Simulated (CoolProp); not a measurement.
Octamethylcyclotetrasiloxane (D4) along the isobar 1.67 MPa: density (kg/m³) from the reference equation and from simpler models built on Tc = 586.5 K, pc = 1.347 MPa, ω = 0.598; each cubic takes its own stable root.

Model: reference Helmholtz-energy equation of state, Thol 2015, in CoolProp.

```
T (K)   phase  reference  van der Waals  Redlich-Kwong  Peng-Robinson
-----  ------  ---------  -------------  -------------  -------------
374    liquid        [?]          506.8          733.2          884.0
382.7  liquid      856.0          502.1          724.6          875.7
391.5  liquid      845.5          497.3            [?]          866.9
400.3  liquid        [?]          492.3          706.5          857.7
409    liquid      824.3          487.3          697.2          848.2
417.8  liquid      813.4          482.1          687.5          838.1
426.6  liquid      802.3          476.8            [?]          827.6
435.4  liquid      791.1          471.4          667.3          816.5
444.1  liquid      779.8            [?]          656.9          805.0
452.9  liquid      768.1          460.1          646.0          792.8
461.7  liquid      756.1          454.1          634.7          779.9
470.5  liquid      743.9          447.9          623.0          766.3
479.2  liquid      731.4            [?]          611.1          752.0
488    liquid      718.4          435.0          598.5            [?]
496.8  liquid        [?]          428.1          585.4          720.4
505.5  liquid      691.1          421.0          571.9          703.3
```

Problem. Some entries are withheld; supply them.

Solution. 
- 374, reference: 866.3
- 391.5, Redlich-Kwong: 715.7
- 400.3, reference: 834.9
- 426.6, Redlich-Kwong: 677.6
- 444.1, van der Waals: 465.8
- 479.2, van der Waals: 441.6
- 488, Peng-Robinson: 736.7
- 496.8, reference: 705.0
